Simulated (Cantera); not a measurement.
# Adiabatic ignition

An adiabatic, constant-pressure homogeneous reactor starts with H₂ : O₂ : N₂ : CO₂ = 1 : 0.333 : 1.25 : 0.0067 (molar parts), equivalence ratio 1.5, at 1350 K and 0.454 atm.

Cantera simulation using GRI-Mech 3.0 (53 species, 325 reactions); the numbers are that mechanism's predictions, not measurements.

```tsv
t (s)	T (K)	x H₂	x O₂	x HO₂	x NO	x H
1.00e-5	1350	0.386	0.129	2.18e-7	<1e-12	1.03e-6
2.72e-5	1350	0.386	0.128	5.32e-6	<1e-12	0.000186
7.39e-5	1820	0.113	0.0127	3.68e-6	1.02e-5	0.135
0.000201	2299	0.131	0.00713	1.62e-6	5.48e-5	0.0808
0.000546	2626	0.138	0.00353	1.26e-6	0.000252	0.0483
0.00149	2739	0.140	0.00233	1.15e-6	0.000968	0.0373
0.00404	2739	0.141	0.00220	1.10e-6	0.00222	0.0367
0.0110	2738	0.141	0.00215	1.07e-6	0.00280	0.0365
0.0299	2738	0.141	0.00215	1.07e-6	0.00281	0.0365
0.0812	2738	0.141	0.00215	1.07e-6	0.00281	0.0365
0.221	2738	0.141	0.00215	1.07e-6	0.00281	0.0365
0.600	2738	0.141	0.00215	1.07e-6	0.00281	0.0365
```
x: mole fraction; the columns are a selection and need not sum to one.

```json
{
  "time_of_steepest_temperature_rise": "50.5 µs",
  "temperature at 0.600 s": "2738 K",
  "equilibrium_temperature": "2738 K",
  "x(H₂) at 0.600 s": "0.141 (gas-phase equilibrium 0.141)",
  "x(O₂) at 0.600 s": "0.00215 (gas-phase equilibrium 0.00215)",
  "x(HO₂) at 0.600 s": "1.07e-6 (gas-phase equilibrium 1.07e-6)"
}
```
